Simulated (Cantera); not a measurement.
Input: 1 mol V2O3, 17 mol H2, held at 2100 K and 72.0 Pa.

These are equilibrium values from Cantera (NASA tables, ideal gas, pure condensed phases), not measurements of a reactor. Candidate condensed phases: H2O, V, VO, V2O3, V2O4, V2O5; 12 gas species. VO: taken at fixed stoichiometry. Rates play no part.

Base state: H2 0.830, H 0.106, VO2 0.0368, H2O 0.0161, VO 0.0111, V 0.000347, OH 0.000245, O 2.23e-5 (mole fractions); condensed: VO(l).

What changes in the equilibrium state with this change: V2O3 replaced by FeS2?


```
species       before    after
----------  --------  -------
H2             0.830    0.775
H              0.106    0.102
Fe                 0   0.0491
VO2           0.0368        0
S                  0   0.0348
S2                 0   0.0248
H2O           0.0161        0
SH                 0   0.0122
VO            0.0111        0
H2S                0  0.00149
V           0.000347        0
OH          0.000245        0
VO(l), mol      1.09        0
```
Further candidate phases: Fe, FeS, FeS2, S.

What changes in the equilibrium state with this change: V2O3 replaced by Cr2O3?


| species | before | after |
|---|---|---|
| H2 | 0.830 | 0.669 |
| H2O | 0.0161 | 0.133 |
| H | 0.106 | 0.0950 |
| Cr | 0 | 0.0863 |
| VO2 | 0.0368 | 0 |
| CrO | 0 | 0.0129 |
| VO | 0.0111 | 0 |
| CrO2 | 0 | 0.000894 |
| V | 0.000347 | 0 |
| O2 | 1.85e-7 | 1.93e-5 |
| O | 2.23e-5 | 0.000227 |
| VO(l), mol | 1.09 | 0 |
Further candidate phases: Cr, Cr2O3.
